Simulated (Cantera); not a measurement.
Charge: 1 mol SF6, 0.37 mol O2, 4.2 mol N2, 0.0082 mol SO2, at 0.133 bar.

Equilibrium computed with Cantera from the NASA thermochemical tables; the gas is ideal and each condensed phase is pure. Candidate condensed phases: S; 35 gas species. The tables' values for SOF2, S2F2 (SSF2), SF3 are old estimates; treat these amounts as uncertain. Equilibrium is a limit: real reactors are often held back by kinetics, nucleation or transport.

Task: At 2525 K, list the 6 most abundant gas species with their mole fractions, and the condensed phases.

Result: F 0.520, N2 0.391, SO 0.0276, SO2 0.0203, SF 0.0140, SF2 0.0114. Condensed: gas only.
